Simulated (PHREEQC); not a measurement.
A column of 0.2 m (30 cells, dispersivity 0.016 m, 720 s a shift, diffusion coefficient 3e-10 m²/s) holds 0.055 eq of the database's cation exchanger X per kg of pore water, first in equilibrium with 3.5 mmol/kgw NaCl, 17 mmol/kgw KCl, 4.2 mmol/kgw CdCl2 and 0.01 mmol/kgw HCl. It is flushed with 0.047 mol/kgw KBr and 1e-05 mol/kgw HCl, at 25 °C. Values are for the last cell. No CO2 enters from the air. Nothing may precipitate in this run.

The numbers come from PHREEQC with the ion-association model, phreeqc.dat.

```tsv
pore volumes	Br in solution (mol/kgw)	Na in solution (mol/kgw)	Cl in solution (mol/kgw)	Cd in solution (mol/kgw)	K in solution (mol/kgw)
0	0	0.00350	0.0289	0.00420	0.0170
0.6833	0.00996	0.00343	0.0228	0.00550	___
1.35	0.0392	0.00146	0.00481	0.00888	0.0248
1.85	0.0453	0.000494	0.00104	0.00633	0.0332
2.517	0.0468	9.47e-5	0.000125	0.00242	0.0420
3.183	0.0470	1.65e-5	2.22e-5	0.000724	0.0455
3.683	0.0470	4.37e-6	1.22e-5	___	___
4.35	0.0470	7.33e-7	1.02e-5	7.78e-5	0.0468
5.017	0.0470	1.23e-7	1.00e-5	2.15e-5	0.0470
```

Complete the blanks.


- 0.6833, K in solution (mol/kgw): 0.0183
- 3.683, Cd in solution (mol/kgw): 0.000280
- 3.683, K in solution (mol/kgw): 0.0464
